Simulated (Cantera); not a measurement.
## Boron, boron nitride and boron oxide: BF3 + H2O + N2

Feed: 1 mol BF3, a varied amount of H2O, 4.8 mol N2, equilibrated at 1750 K and 7.50 Torr.

These are equilibrium values from Cantera (NASA tables, ideal gas, pure condensed phases), not measurements of a reactor. Candidate condensed phases: B, BN, B2O3, B3O3H3, H2O; 62 gas species. The tables' values for BF2 are old estimates; treat these amounts as uncertain. Equilibrium is a limit: real reactors are often held back by kinetics, nucleation or transport.

From 0.32 mol H2O to 2 mol H2O nothing is condensed. The main B-bearing gas is BF3 at 0.32 mol H2O and BOF at 2 mol H2O.

```json
[
 {"n(H2O) (mol)": "0.32", "log p N2": "-2.13", "log p HF": "-3.00", "log p BOF": "-3.30", "log p BF3": "-2.98", "log p H2O": "-6.54", "log p HBO2": "-7.26"},
 {"n(H2O) (mol)": "0.38", "log p N2": "-2.14", "log p HF": "-2.94", "log p BOF": "-3.24", "log p BF3": "-3.02", "log p H2O": "-6.29", "log p HBO2": "-7.01"},
 {"n(H2O) (mol)": "0.45", "log p N2": "-2.14", "log p HF": "-2.87", "log p BOF": "-3.17", "log p BF3": "-3.09", "log p H2O": "-6.04", "log p HBO2": "-6.76"},
 {"n(H2O) (mol)": "0.53", "log p N2": "-2.16", "log p HF": "-2.81", "log p BOF": "-3.11", "log p BF3": "-3.16", "log p H2O": "-5.78", "log p HBO2": "-6.50"},
 {"n(H2O) (mol)": "0.63", "log p N2": "-2.17", "log p HF": "-2.75", "log p BOF": "-3.05", "log p BF3": "-3.28", "log p H2O": "-5.48", "log p HBO2": "-6.20"},
 {"n(H2O) (mol)": "0.74", "log p N2": "-2.18", "log p HF": "-2.70", "log p BOF": "-3.00", "log p BF3": "-3.44", "log p H2O": "-5.15", "log p HBO2": "-5.88"},
 {"n(H2O) (mol)": "0.88", "log p N2": "-2.20", "log p HF": "-2.64", "log p BOF": "-2.94", "log p BF3": "-3.73", "log p H2O": "-4.69", "log p HBO2": "-5.42"},
 {"n(H2O) (mol)": "1", "log p N2": "-2.21", "log p HF": "-2.61", "log p BOF": "-2.92", "log p BF3": "-4.13", "log p H2O": "-4.22", "log p HBO2": "-4.95"},
 {"n(H2O) (mol)": "1.2", "log p N2": "-2.22", "log p HF": "-2.60", "log p BOF": "-2.92", "log p BF3": "-4.68", "log p H2O": "-3.65", "log p HBO2": "-4.40"},
 {"n(H2O) (mol)": "1.4", "log p N2": "-2.23", "log p HF": "-2.60", "log p BOF": "-2.94", "log p BF3": "-4.97", "log p H2O": "-3.38", "log p HBO2": "-4.15"},
 {"n(H2O) (mol)": "1.7", "log p N2": "-2.25", "log p HF": "-2.61", "log p BOF": "-2.98", "log p BF3": "-5.24", "log p H2O": "-3.15", "log p HBO2": "-3.95"},
 {"n(H2O) (mol)": "2", "log p N2": "-2.26", "log p HF": "-2.62", "log p BOF": "-3.01", "log p BF3": "-5.43", "log p H2O": "-3.01", "log p HBO2": "-3.83"}
]
```
log p: log10 of the partial pressure in bar; nothing condenses.
